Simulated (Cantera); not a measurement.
A perfectly stirred reactor is fed with CH4 : H2 : O2 : N2 = 1 : 1.2 : 4.26 : 13.6 (molar parts), at 1000000 Pa; it is adiabatic with a 398 K inlet, and is followed from long to short residence time, starting on the burning branch (τ in s: 0.44, 0.17, 0.064, 0.024, 0.0092, 0.0035, 0.0013, 0.0005, 0.00019, 7.3e-05, 2.8e-05, 1e-05).

Cantera simulation using GRI-Mech 3.0 (53 species, 325 reactions); the numbers are that mechanism's predictions, not measurements.

Problem. What does this change do: inlet temperature 398 to 725 K?

Solution. 
```csv
quantity,before,after
"blow-out, bracketed by the residence times tried","burning at 73.0 µs, out at 28.0 µs","burning at 10.0 µs, the shortest tried"
x(CH4) at τ = 0.440 s,3.01e-7,7.58e-8
x(H2) at τ = 0.440 s,3.61e-5,0.000193
x(O2) at τ = 0.440 s,0.0847,0.0817
x(NO2) at τ = 0.440 s,2.51e-6,1.52e-5
x(H2O) at τ = 0.440 s,0.164,0.163
x(CH4) at τ = 1.30 ms,4.83e-5,1.94e-5
x(H2) at τ = 1.30 ms,0.000264,0.000362
x(O2) at τ = 1.30 ms,0.0854,0.0847
x(NO2) at τ = 1.30 ms,1.09e-7,4.83e-7
x(H2O) at τ = 1.30 ms,0.163,0.162
```

Problem. What does this change do: 0.26 parts CO2 added?

Solution. 
```tsv
quantity	before	after
blow-out, bracketed by the residence times tried	burning at 73.0 µs, out at 28.0 µs	burning at 73.0 µs, out at 28.0 µs
x(CH4) at τ = 0.440 s	3.01e-7	3.55e-7
x(H2) at τ = 0.440 s	3.61e-5	2.93e-5
x(O2) at τ = 0.440 s	0.0847	0.0838
x(NO2) at τ = 0.440 s	2.51e-6	1.72e-6
x(H2O) at τ = 0.440 s	0.164	0.162
x(CH4) at τ = 1.30 ms	4.83e-5	5.30e-5
x(H2) at τ = 1.30 ms	0.000264	0.000264
x(O2) at τ = 1.30 ms	0.0854	0.0844
x(NO2) at τ = 1.30 ms	1.09e-7	9.69e-8
x(H2O) at τ = 1.30 ms	0.163	0.161
```
